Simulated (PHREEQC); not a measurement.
Dissolve 0.19 mol HF, 0.0014 mol NH4HF2, 0.12 mol (NH4)2SiF6 and 4.9e-05 mol HCl per kg of water at 25 °C. Closed to the air; pH follows from the charge balance.

Model: ion-association model, phreeqc.dat, run in PHREEQC.

| quantity | before | after |
|---|---|---|
| pH | 1.83 | 1.78 |
| ionic strength (mol/kgw) | 0.380 | 0.383 |
| HF (mol/kgw) | 0.165 | 0.163 |
| F- (mol/kgw) | 0.0125 | 0.0152 |
| HF2- (mol/kgw) | 0.00774 | 0.00753 |
| NH3 (mol/kgw) | 5.32e-9 | 1.04e-9 |
| SI of Quartz (SiO2) | -7.90 | -9.17 |

Q: Name the change that produced these shifts.
A) 0.13 mol/kgw HBr added
B) NH4HF2 replaced by NH4Cl at the same molality
C) HF left out
D) temperature from 25 to 5 °C
E) HCl left out

A: D, temperature from 25 to 5 °C

Precipitation was switched off in this run. At this temperature some constants are extrapolated from 25 °C, and those without enthalpy data are left unchanged. SiF6-2 is the database's only silicon fluoride.
